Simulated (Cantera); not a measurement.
Feed: 1 mol CH3Cl, 0.11 mol H2, at 725 °C and 0.0120 bar.

Cantera equilibrium calculation (NASA polynomials, part measured and part estimated; ideal gas, pure solids and liquids). Candidate condensed phases: C, C6H6, C7H8, C8H18; 91 gas species. Kinetics and transport are ignored.

Base state: H2 0.526, HCl 0.474, CH4 0.000323 (mole fractions); condensed: C(graphite).

Problem. What changes in the equilibrium state with this change: temperature from 725 °C to 1550 °C?

Solution. 
```csv
species,before,after
H2,0.526,0.524
HCl,0.474,0.471
H,1.43e-8,0.00287
Cl,1.20e-8,0.00196
C2H2 (acetylene),<1e-9,0.000111
CH4,0.000323,2.35e-6
"C(graphite), mol",0.999,1.000
```
